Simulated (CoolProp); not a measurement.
Model: reference Helmholtz-energy equation of state, Lemmon 2013, in CoolProp.

Give the vapour pressure (MPa), liquid density (kg/m³), vapour density (kg/m³), liquid conductivity (mW/(m K)) of saturated propylene at 256.5 K.


```
T (K)  p (MPa)  liquid density (kg/m³)  vapour density (kg/m³)  liquid conductivity (mW/(m K))
-----  -------  ----------------------  ----------------------  ------------------------------
256.5    0.343                     570                    7.40                             132
```

Thermal conductivity comes from a separate model (Huber 2003), an estimate that may be off by 10 % or more.
